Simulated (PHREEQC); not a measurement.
Make-up at 20 °C: 4.6 mmol/kgw KCl, 1 mmol/kgw CuSO4 and 2.1 mmol/kgw Fe(NO3)3. Closed to the air; pH follows from the charge balance.

The numbers come from PHREEQC with the ion-association model, phreeqc.dat.

No solid was allowed to form.

Question: Estimate the pH.

Answer: pH 2.91.

Question: In which forms is Cu present?

Answer: Cu+2 96 %, CuSO4 3.4 %, CuCl+ 0.6 % of the Cu.

Examples of supersaturated solids here: Jarosite-K, Hematite (slow to form). Others may be too.
